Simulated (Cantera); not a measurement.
A perfectly stirred reactor is fed with 0.632 % CO, 2.04 % O₂, 0.0224 % H₂O, 97.3 % N₂, equivalence ratio 0.15, at 1000000 Pa; it is held at 1273 K, and followed from long to short residence time.

Model: GRI-Mech 3.0 (53 species, 325 reactions), integrated in Cantera.

x: mole fraction; the columns are a selection and need not sum to one.

```
τ (s)       x CO    x O₂     x H₂O    x HO₂    x CO₂
------  --------  ------  --------  -------  -------
18       3.03e-5  0.0173  0.000224  9.81e-8  0.00631
6.5      7.91e-5  0.0174  0.000224  2.01e-7  0.00627
2.4     0.000201  0.0174  0.000224  3.82e-7  0.00614
0.87    0.000499  0.0176  0.000224  6.71e-7  0.00584
0.32     0.00112  0.0179  0.000223  1.06e-6        …
0.12     0.00220  0.0184  0.000223  1.48e-6        …
0.043    0.00371  0.0191  0.000222  1.85e-6        …
0.016    0.00501  0.0198  0.000222  2.04e-6        …
0.0057   0.00582  0.0202  0.000222  2.02e-6        …
```

Question: Some entries are withheld; supply them.

Answer: 
- 0.32, x CO₂: 0.00522
- 0.12, x CO₂: 0.00414
- 0.043, x CO₂: 0.00262
- 0.016, x CO₂: 0.00132
- 0.0057, x CO₂: 0.000507
